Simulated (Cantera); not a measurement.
Charge: 1 mol SiH₂Cl₂, 0.13 mol HCl, 120 mol N₂, held at 8800 Pa.

These are equilibrium values from Cantera (NASA tables, ideal gas, pure condensed phases), not measurements of a reactor. Candidate condensed phases: NH₄Cl, Si, Si₃N₄; 28 gas species. N₂ is the only nitrogen source here; it is nearly inert below about 1500 K, so the nitride shown seldom forms there in practice. The tables' values for SiCl₃ are old estimates; treat these amounts as uncertain. Equilibrium is a limit: real reactors are often held back by kinetics, nucleation or transport.

x: gas mole fraction; n: condensed amount in mol.

```json
[
 {"T (°C)": "627", "x N₂": "0.984", "x HCl": "0.0130", "x H₂": "0.00229", "x SiCl₂": "1.18e-9", "x SiCl₄": "___", "x SiCl₃": "1.68e-7", "x Cl": "1.04e-10", "n Si₃N₄(s)": "0.287"},
 {"T (°C)": "727", "x N₂": "0.983", "x HCl": "0.0134", "x H₂": "0.00206", "x SiCl₂": "4.88e-8", "x SiCl₄": "___", "x SiCl₃": "1.44e-6", "x Cl": "2.10e-9", "n Si₃N₄(s)": "0.292"},
 {"T (°C)": "827", "x N₂": "0.983", "x HCl": "0.0138", "x H₂": "0.00189", "x SiCl₂": "1.01e-6", "x SiCl₄": "___", "x SiCl₃": "8.27e-6", "x Cl": "2.47e-8", "n Si₃N₄(s)": "0.295"},
 {"T (°C)": "927", "x N₂": "0.983", "x HCl": "0.0140", "x H₂": "0.00178", "x SiCl₂": "1.24e-5", "x SiCl₄": "___", "x SiCl₃": "3.48e-5", "x Cl": "1.91e-7", "n Si₃N₄(s)": "0.297"},
 {"T (°C)": "1027", "x N₂": "0.983", "x HCl": "0.0141", "x H₂": "0.00172", "x SiCl₂": "9.85e-5", "x SiCl₄": "___", "x SiCl₃": "0.000110", "x Cl": "1.07e-6", "n Si₃N₄(s)": "0.295"},
 {"T (°C)": "1127", "x N₂": "0.983", "x HCl": "0.0138", "x H₂": "0.00184", "x SiCl₂": "0.000504", "x SiCl₄": "___", "x SiCl₃": "0.000240", "x Cl": "4.36e-6", "n Si₃N₄(s)": "0.283"},
 {"T (°C)": "1227", "x N₂": "0.983", "x HCl": "0.0128", "x H₂": "0.00234", "x SiCl₂": "0.00151", "x SiCl₄": "___", "x SiCl₃": "0.000297", "x Cl": "1.27e-5", "n Si₃N₄(s)": "0.252"},
 {"T (°C)": "1327", "x N₂": "0.983", "x HCl": "0.0109", "x H₂": "0.00329", "x SiCl₂": "0.00286", "x SiCl₄": "___", "x SiCl₃": "0.000221", "x Cl": "2.76e-5", "n Si₃N₄(s)": "0.207"},
 {"T (°C)": "1427", "x N₂": "0.983", "x HCl": "0.00864", "x H₂": "0.00440", "x SiCl₂": "0.00418", "x SiCl₄": "___", "x SiCl₃": "0.000130", "x Cl": "5.03e-5", "n Si₃N₄(s)": "0.158"}
]
```

Fill in the missing entries.


- 627, x SiCl₄: 0.00114
- 727, x SiCl₄: 0.00103
- 827, x SiCl₄: 0.000940
- 927, x SiCl₄: 0.000854
- 1027, x SiCl₄: 0.000728
- 1127, x SiCl₄: 0.000485
- 1227, x SiCl₄: 0.000185
- 1327, x SiCl₄: 4.19e-5
- 1427, x SiCl₄: 7.97e-6
